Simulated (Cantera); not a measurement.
Charge: 1 mol CuO, 0.94 mol C, 5.2 mol H2, equilibrated at 1552 °C and 1280 Torr.

Cantera equilibrium calculation (NASA polynomials, part measured and part estimated; ideal gas, pure solids and liquids). Candidate condensed phases: C, C6H6, C7H8, C8H18, Cu, CuO, Cu(OH)2, Cu2O, H2O; 113 gas species. Rates play no part.

Base state: H2 0.837, CO 0.153, H2O 0.00934, CO2 0.000434, Cu 0.000424, H 0.000309 (mole fractions); condensed: Cu(l).

Task: What changes in the equilibrium state with this change: CuO replaced by Fe2O3?

Result: 
```
species        before     after
-----------  --------  --------
H2              0.837     0.582
H2O           0.00934     0.265
CO              0.153     0.137
CO2          0.000434    0.0159
Fe(OH)2             0   4.40e-5
Cu           0.000424         0
Fe                  0   2.46e-5
H            0.000309  0.000258
Cu(l), mol      0.997         0
Fe(l), mol          0      1.67
FeO(l), mol         0     0.334
```
Each liquid is taken as pure. Mutual solubility and eutectic melting of coexisting phases are not modelled. The tables' stoichiometric FeO is somewhat more stable than real wüstite, so its field is too wide. FeO: taken at fixed stoichiometry. Further candidate phases: Fe, Fe(CO)5, FeO, Fe(OH)2, Fe(OH)3, Fe2O3, Fe3O4.
